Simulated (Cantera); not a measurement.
A perfectly stirred reactor is fed with 9.62 % NH3, 90.4 % H2, at 82.5 Torr; it is held at 2398 K, and followed from long to short residence time.

Detailed kinetics in Cantera: the gas-phase N/H chemistry of the illustrative SiF4/NH3 mechanism in the Surface Chemkin manual (1991). Walls and surfaces, which speed up NH3 decomposition in real reactors, are not modelled.

Task: Predict: x(NH3) at τ = 0.340 s; x(H2) at τ = 0.340 s; x(N) at τ = 0.340 s; x(N2) at τ = 0.340 s; x(NH) at τ = 0.340 s; x(NH3) at τ = 37.0 ms; x(H2) at τ = 37.0 ms; x(N) at τ = 37.0 ms; x(N2) at τ = 37.0 ms; x(NH) at τ = 37.0 ms.

Result: 
| Item | Result |
|---|---|
| x(NH3) at τ = 0.340 s | 0.000308 |
| x(H2) at τ = 0.340 s | 0.921 |
| x(N) at τ = 0.340 s | 4.24e-5 |
| x(N2) at τ = 0.340 s | 0.0429 |
| x(NH) at τ = 0.340 s | 2.93e-5 |
| x(NH3) at τ = 37.0 ms | 0.0151 |
| x(H2) at τ = 37.0 ms | 0.940 |
| x(N) at τ = 37.0 ms | 1.73e-5 |
| x(N2) at τ = 37.0 ms | 0.0366 |
| x(NH) at τ = 37.0 ms | 5.93e-5 |
